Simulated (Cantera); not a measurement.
A closed system holds: 1 mol MgO, 7.3 mol F2, 1.1 mol O2, 2.6 mol HF, at 1250 K and 13.3 mbar.

Method: chemical equilibrium by Gibbs-energy minimisation in Cantera with the NASA 1993 tables (ideal gas, pure condensed phases). Candidate condensed phases: H2O, Mg, MgF2, MgO, Mg(OH)2; 31 gas species. The numbers say what is thermodynamically allowed, not how fast it happens.

Base state: F 0.733, HF 0.157, O2 0.0966, F2 0.0139, MgF2 1.03e-5 (mole fractions); condensed: MgF2(s).

Q: What changes in the equilibrium state with this change: temperature from 1250 K to 850 K?

A: 
```json
[
 {"species": "F2", "before": "0.0139", "after": "0.515"},
 {"species": "HF", "before": "0.157", "after": "0.234"},
 {"species": "O2", "before": "0.0966", "after": "0.144"},
 {"species": "F", "before": "0.733", "after": "0.107"},
 {"species": "MgF2", "before": "1.03e-5", "after": "<1e-9"},
 {"species": "MgF2(s), mol", "before": "1.000", "after": "1.00"}
]
```
